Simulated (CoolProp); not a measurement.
A simple Rankine cycle with n-octane: condensing at 317.15 K, boiler at 0.0783 MPa, turbine inlet 394.8 K, turbine efficiency 0.75, pump efficiency 0.8, no recuperator. Each further row changes one setting.

Computed with CoolProp (reference Helmholtz-energy equation of state, Beckmüller 2019).

```
case                             thermal efficiency (%)  net work (kJ/kg)  heat in (kJ/kg)  turbine exit temperature (K)  volume ratio over the turbine
-------------------------------  ----------------------  ----------------  ---------------  ----------------------------  -----------------------------
as stated                                          11.1              55.0              496                           [?]                           14.9
turbine inlet 414.8 K                              10.8               [?]              539                           [?]                           14.9
condensing temperature 309.15 K                    12.2              62.6              514                         361.2                            [?]
boiler pressure 0.0548 MPa                          [?]              48.4              497                         369.3                           10.4
turbine efficiency 0.65                             9.6              47.6              496                         368.9                           15.1
```

Q: Some entries are withheld; supply them.

A: 
- as stated, turbine exit temperature (K): 365.2
- turbine inlet 414.8 K, net work (kJ/kg): 58.1
- turbine inlet 414.8 K, turbine exit temperature (K): 385.2
- condensing temperature 309.15 K, volume ratio over the turbine: 22.1
- boiler pressure 0.0548 MPa, thermal efficiency (%): 9.7
